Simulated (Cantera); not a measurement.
Feed: 1 mol MgCO3, 1.2 mol SO3, 6.5 mol CO2, at 1200 °C and 28.5 Torr.

Method: chemical equilibrium by Gibbs-energy minimisation in Cantera with the NASA 1993 tables (ideal gas, pure condensed phases). Candidate condensed phases: C, Mg, MgCO3, MgO, MgS, MgSO4, S; 26 gas species. Rates play no part.

Base state: CO2 0.806, SO2 0.129, O2 0.0644, SO3 0.000274, CO 5.28e-5 (mole fractions); condensed: MgO(s).

Problem. What changes in the equilibrium state with this change: SO3 from 1.2 to 3.2 mol?

Solution. 
```json
[
 {"species": "CO2", "before": "0.806", "after": "0.610"},
 {"species": "SO2", "before": "0.129", "after": "0.259"},
 {"species": "O2", "before": "0.0644", "after": "0.130"},
 {"species": "SO3", "before": "0.000274", "after": "0.000784"},
 {"species": "CO", "before": "5.28e-5", "after": "2.82e-5"},
 {"species": "MgO(s), mol", "before": "1.00", "after": "1.00"}
]
```
